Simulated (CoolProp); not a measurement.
Values from CoolProp's reference Helmholtz-energy equation of state, Akasaka 2022.

Q: Give the vapour pressure (MPa), liquid density (kg/m³), vapour density (kg/m³), enthalpy of vaporisation (kJ/kg) of saturated R1233zd(E) at 246.9, 258.9 K.

A: 
| T (K) | p (MPa) | liquid density (kg/m³) | vapour density (kg/m³) | enthalpy of vaporisation (kJ/kg) |
|---|---|---|---|---|
| 246.9 | 0.0132 | 1380 | 0.850 | 215 |
| 258.9 | 0.0249 | 1350 | 1.53 | 209 |
